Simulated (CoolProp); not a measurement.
Vapour-liquid equilibrium of carbon dioxide (1) + R125 (2) at -26.35 °C; x and y are mole fractions of (1).

Computed with CoolProp (multi-fluid Helmholtz-energy mixture model, Span 1996 and Lemmon 2005; pair parameters Bell 2016).

| x | bubble pressure (kPa) | y at the bubble point | dew pressure at overall composition x (kPa) | liquid density (mol/L) |
|---|---|---|---|---|
| 0.05 | 347.0 | … | 277.2 | 12.25 |
| 0.2 | 589.0 | 0.605 | 324.5 | … |
| 0.35 | 808.8 | 0.747 | 390.3 | … |
| 0.5 | 1005 | 0.827 | 487.8 | 15.97 |
| 0.65 | 1184 | 0.885 | 645.8 | 17.75 |
| 0.8 | 1361 | … | 930.7 | 19.99 |
| 0.95 | 1546 | 0.983 | 1422 | 22.91 |

Question: Some entries are withheld; supply them.

Answer: 
- 0.05, y at the bubble point: 0.257
- 0.2, liquid density (mol/L): 13.30
- 0.35, liquid density (mol/L): 14.52
- 0.8, y at the bubble point: 0.934

No azeotrope shows between x = 0.05 and 0.95.

Pair parameters are fitted to limited data, so mixtures are less certain than the pure fluids.
